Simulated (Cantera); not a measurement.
Feed: 1 mol Si, 0.24 mol H₂O, 1.5 mol N₂, held at 750 Torr.

These are equilibrium values from Cantera (NASA tables, ideal gas, pure condensed phases), not measurements of a reactor. Candidate condensed phases: H₂O, Si, SiO₂, Si₂N₂O, Si₃N₄; 35 gas species. Mutual solubility and eutectic melting of coexisting phases are not modelled. The numbers say what is thermodynamically allowed, not how fast it happens. All values below are at 1352 °C.

Base state: N₂ 0.792, H₂ 0.208, H 3.22e-5 (mole fractions); condensed: Si₂N₂O(s) + Si₃N₄(s).

Problem. What changes in the equilibrium state with this change: Si replaced by Fe₃O₄?

Solution. 
| species | before | after |
|---|---|---|
| N₂ | 0.792 | 0.862 |
| H₂O | 9.58e-8 | 0.138 |
| H₂ | 0.208 | 0.000163 |
| O₂ | <1e-9 | 5.59e-5 |
| NO | <1e-9 | 3.67e-5 |
| OH | <1e-9 | 3.20e-5 |
| H | 3.22e-5 | 9.02e-7 |
| Si₂N₂O(s), mol | 0.240 | 0 |
| Si₃N₄(s), mol | 0.173 | 0 |
| Fe₃O₄(s), mol | 0 | 1.000 |
Further candidate phases: Fe, FeO, Fe(OH)₂, Fe(OH)₃, Fe₂O₃, Fe₃O₄.
